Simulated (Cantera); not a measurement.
Premixed flame

A freely propagating, adiabatic, planar premixed flame of H2 : O2 : N2 = 1 : 0.82 : 2.13 (molar parts), equivalence ratio 0.61, unburnt at 400 K and 0.560 bar; mixture-averaged transport, grid criteria slope 0.08 and curve 0.16, no radiation.

Cantera simulation using the H2/O2 subset of GRI-Mech 3.0, which has no nitrogen chemistry; the numbers are that mechanism's predictions, not measurements. Burning velocities carry a grid error of a few per cent, more on coarse grids. Lean hydrogen flames are cellular in practice and burn faster than this planar one.

| z (mm) | T (K) | u (m/s) | x H2 | x O2 | x H | x OH | x HO2 | x O |
|---|---|---|---|---|---|---|---|---|
| -2.10 | 400 | 3.05 | 0.253 | 0.208 | <1e-8 | <1e-8 | <1e-8 | <1e-8 |
| -1.40 | 400 | 3.05 | 0.253 | 0.208 | <1e-8 | <1e-8 | <1e-8 | <1e-8 |
| -1.05 | 400 | 3.05 | 0.253 | 0.208 | <1e-8 | <1e-8 | <1e-8 | <1e-8 |
| -0.701 | 400 | 3.05 | 0.253 | 0.208 | <1e-8 | <1e-8 | 1.77e-7 | <1e-8 |
| -0.351 | 419 | 3.16 | 0.243 | 0.210 | 1.05e-5 | 1.83e-5 | 0.000138 | 2.30e-6 |
| -0.175 | 680 | 4.96 | 0.200 | 0.208 | 0.00310 | 0.00101 | 0.000245 | 0.000221 |
| 0 | 1123 | 7.92 | 0.111 | 0.174 | 0.0208 | 0.00318 | 9.97e-5 | 0.00506 |
| 0.175 | 1437 | 10.0 | 0.0411 | 0.120 | 0.0328 | 0.00973 | 5.51e-5 | 0.0145 |
| 0.351 | 1600 | 11.1 | 0.0226 | 0.101 | 0.0295 | 0.0138 | 3.81e-5 | 0.0174 |
| 0.701 | 1766 | 12.2 | 0.0176 | 0.0950 | 0.0202 | 0.0169 | 2.61e-5 | 0.0155 |
| 1.40 | 1923 | 13.1 | 0.0137 | 0.0925 | 0.0115 | 0.0181 | 1.67e-5 | 0.0115 |
| 2.80 | 2053 | 13.9 | 0.00910 | 0.0914 | 0.00539 | 0.0171 | 9.84e-6 | 0.00735 |
| 5.61 | 2148 | 14.4 | 0.00505 | 0.0914 | 0.00202 | 0.0140 | 6.04e-6 | 0.00397 |
x: mole fraction of selected species; z is measured from the peak of heat release.

The laminar burning velocity is 305 cm/s, the thermal thickness is 0.701 mm and the peak x(H) is 0.0329. The peak x(OH) is 0.0181, the peak x(HO2) comes out as 0.000364 and the peak x(O) is 0.0174.
